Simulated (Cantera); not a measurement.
Mixture: 15.3 % CO, 12.1 % H2, 2.90 % CH4, 11.5 % O2, 58.3 % N2, at 750 Torr, adiabatic and at constant volume. Ignition delay is the time to a rise of 400 K.

Detailed kinetics in Cantera: GRI-Mech 3.0 (53 species, 325 reactions). Below about 1000 K GRI-Mech 3.0 lacks low-temperature oxidation paths. Below about 950 K walls govern HO2 and H2O2 in real vessels.

Task: Predict: delay at 948 K; delay at 1098 K; delay at 1248 K; delay at 1398 K; delay at 1548 K; apparent activation energy between 1398 and 1548 K.

Result: 
```json
{
  "delay at 948 K": "5.30 ms",
  "delay at 1098 K": "0.487 ms",
  "delay at 1248 K": "0.136 ms",
  "delay at 1398 K": "58.6 µs",
  "delay at 1548 K": "32.2 µs",
  "apparent activation energy between 1398 and 1548 K": "72 kJ/mol"
}
```
